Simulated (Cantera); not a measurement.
An isothermal, constant-pressure homogeneous reactor starts with N2O : H2O = 1 : 0.026 (molar parts), at 1100 K and 0.133 bar. Integrator tolerance rtol = 1e-08.

Computed with Cantera and GRI-Mech 3.0 (53 species, 325 reactions). GRI-Mech 3.0 was tuned for natural gas; its chemistry of N2O as a main component is partial and can be far from experiment. The mechanism lacks the step 2 NO + O2 → 2 NO2, which can matter for NO2 below about 1400 K. The temperature is held fixed by assumption; the heat of reaction is taken as removed at once.

Problem. What does this change do: temperature 1100 to 1300 K?

Solution. 
```csv
quantity,before,after
x(N2O) at 40.0 s,0.525 (gas-phase equilibrium 2.44e-9),3.86e-6 (gas-phase equilibrium 1.00e-8)
x(H2O) at 40.0 s,0.0215 (gas-phase equilibrium 0.0170),0.0170 (gas-phase equilibrium 0.0170)
x(H2) at 40.0 s,3.93e-9 (gas-phase equilibrium 1.08e-10),7.61e-9 (gas-phase equilibrium 7.12e-9)
x(H2O2) at 40.0 s,2.35e-9 (gas-phase equilibrium 3.22e-11),1.84e-10 (gas-phase equilibrium 1.95e-10)
x(NO2) at 40.0 s,0.000296 (gas-phase equilibrium 1.26e-6),0.000357 (gas-phase equilibrium 2.23e-6)
x(H) at 40.0 s,1.98e-10 (gas-phase equilibrium <1e-12),2.67e-10 (gas-phase equilibrium 2.57e-10)
x(O2) at 40.0 s,0.142 (gas-phase equilibrium 0.328),0.289 (gas-phase equilibrium 0.327)
```

Problem. What does this change do: temperature 1100 to 1075 K?

Solution. 
```json
[
 {"quantity": "x(N2O) at 40.0 s", "before": "0.525 (gas-phase equilibrium 2.44e-9)", "after": "0.679 (gas-phase equilibrium 1.97e-9)"},
 {"quantity": "x(H2O) at 40.0 s", "before": "0.0215 (gas-phase equilibrium 0.0170)", "after": "0.0228 (gas-phase equilibrium 0.0170)"},
 {"quantity": "x(H2) at 40.0 s", "before": "3.93e-9 (gas-phase equilibrium 1.08e-10)", "after": "2.28e-9 (gas-phase equilibrium 5.75e-11)"},
 {"quantity": "x(H2O2) at 40.0 s", "before": "2.35e-9 (gas-phase equilibrium 3.22e-11)", "after": "2.21e-9 (gas-phase equilibrium 2.45e-11)"},
 {"quantity": "x(NO2) at 40.0 s", "before": "0.000296 (gas-phase equilibrium 1.26e-6)", "after": "0.000333 (gas-phase equilibrium 1.16e-6)"},
 {"quantity": "x(H) at 40.0 s", "before": "1.98e-10 (gas-phase equilibrium <1e-12)", "after": "9.24e-11 (gas-phase equilibrium <1e-12)"},
 {"quantity": "x(O2) at 40.0 s", "before": "0.142 (gas-phase equilibrium 0.328)", "after": "0.0942 (gas-phase equilibrium 0.328)"}
]
```
